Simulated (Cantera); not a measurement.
An adiabatic, constant-pressure homogeneous reactor starts with CH₄ : O₂ : N₂ : CO₂ = 1 : 2.06 : 7.75 : 0.27 (molar parts), equivalence ratio 0.97, at 1750 K and 5.00 bar. Integrator tolerance rtol = 1e-08.

Computed with Cantera and GRI-Mech 3.0 (53 species, 325 reactions).

Q: What does this change do: CH4 1 to 0.43 parts?

A: 
| quantity | before | after |
|---|---|---|
| time of steepest temperature rise | 41.6 µs | 37.0 µs |
| temperature at 0.700 s | 2897 K | 2487 K |
| equilibrium temperature | 2897 K | 2487 K |
| x(CH₄) at 0.700 s | <1e-12 (gas-phase equilibrium <1e-12) | <1e-12 (gas-phase equilibrium <1e-12) |
| x(O₂) at 0.700 s | 0.0221 (gas-phase equilibrium 0.0221) | 0.105 (gas-phase equilibrium 0.105) |
| x(CO₂) at 0.700 s | 0.0654 (gas-phase equilibrium 0.0654) | 0.0633 (gas-phase equilibrium 0.0633) |
| x(NO₂) at 0.700 s | 5.66e-6 (gas-phase equilibrium 5.66e-6) | 2.18e-5 (gas-phase equilibrium 2.18e-5) |
| x(OH) at 0.700 s | 0.0194 (gas-phase equilibrium 0.0194) | 0.00687 (gas-phase equilibrium 0.00687) |
| x(C₂H₆) at 0.700 s | <1e-12 (gas-phase equilibrium <1e-12) | <1e-12 (gas-phase equilibrium <1e-12) |
